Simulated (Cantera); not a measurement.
**Moist CO burnout**

An isothermal, constant-pressure homogeneous reactor starts with CO : O2 : H2O : N2 = 0.0011 : 0.091 : 0.0003 : 1 (molar parts), equivalence ratio 0.0060, at 1350 K and 360000 Pa.

Model: GRI-Mech 3.0 (53 species, 325 reactions), integrated in Cantera.

| t (s) | x CO | x O2 | x H2O | x H2O2 | x OH |
|---|---|---|---|---|---|
| 3.00e-5 | 0.00101 | 0.0833 | 0.000275 | <1e-12 | 7.05e-11 |
| 0.000225 | 0.00101 | 0.0833 | 0.000275 | <1e-12 | 2.27e-9 |
| 0.00169 | 0.00101 | 0.0833 | 0.000274 | 1.74e-11 | 1.75e-7 |
| 0.0127 | 0.000504 | 0.0831 | 0.000271 | 2.64e-9 | 6.42e-6 |
| 0.0949 | 2.13e-5 | 0.0828 | 0.000274 | 2.18e-10 | 2.31e-6 |
| 0.711 | 4.12e-8 | 0.0828 | 0.000274 | 1.37e-11 | 5.95e-7 |
| 5.33 | 7.44e-10 | 0.0828 | 0.000274 | 1.19e-11 | 5.54e-7 |
| 40.0 | 7.44e-10 | 0.0828 | 0.000274 | 1.19e-11 | 5.54e-7 |
| 300 | 7.44e-10 | 0.0828 | 0.000274 | 1.19e-11 | 5.54e-7 |
x: mole fraction; the columns are a selection and need not sum to one.

Equilibrium at this temperature and pressure: CO 7.46e-10, O2 0.0827, H2O 0.000274, H2O2 1.19e-11, OH 5.54e-7 (gas phase only).
